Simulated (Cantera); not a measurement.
Feed: 1 mol SiCl4, 0.53 mol HCl, 0.52 mol H2, held at 4.80 bar.

These are equilibrium values from Cantera (NASA tables, ideal gas, pure condensed phases), not measurements of a reactor. Candidate condensed phases: Si; 19 gas species. The tables' values for SiCl3 are old estimates; treat these amounts as uncertain. The numbers say what is thermodynamically allowed, not how fast it happens.

x: gas mole fraction; nothing condenses.

| T (K) | x SiCl4 | x HCl | x H2 | x SiHCl3 | x SiCl3 | x SiCl2 | x SiH2Cl2 |
|---|---|---|---|---|---|---|---|
| 925 | 0.486 | 0.260 | 0.252 | 0.00171 | 9.52e-6 | 7.41e-9 | 5.91e-7 |
| 975 | 0.485 | 0.261 | 0.251 | (withheld) | 3.04e-5 | (withheld) | (withheld) |
| 1025 | 0.484 | 0.263 | 0.250 | 0.00395 | 8.60e-5 | 3.19e-7 | 3.58e-6 |
| 1075 | 0.482 | 0.264 | 0.248 | 0.00562 | 0.000219 | 1.58e-6 | 7.65e-6 |
| 1125 | 0.479 | 0.267 | 0.246 | 0.00767 | 0.000511 | 6.71e-6 | 1.51e-5 |
| 1175 | 0.476 | 0.270 | 0.243 | 0.0101 | 0.00110 | 2.48e-5 | 2.75e-5 |
| 1225 | 0.472 | 0.274 | 0.239 | 0.0129 | 0.00220 | 8.10e-5 | 4.69e-5 |
| 1275 | 0.466 | 0.279 | 0.235 | 0.0159 | 0.00411 | 0.000236 | 7.48e-5 |
| 1325 | 0.459 | 0.285 | 0.229 | (withheld) | 0.00722 | (withheld) | (withheld) |
| 1375 | 0.449 | 0.293 | 0.222 | 0.0217 | 0.0119 | 0.00146 | 0.000155 |

Task: Complete the blanks.

Result: 
- 1325, x SiHCl3: 0.0189
- 1325, x SiCl2: 0.000617
- 1325, x SiH2Cl2: 0.000112
- 975, x SiHCl3: 0.00266
- 975, x SiCl2: 5.38e-8
- 975, x SiH2Cl2: 1.53e-6
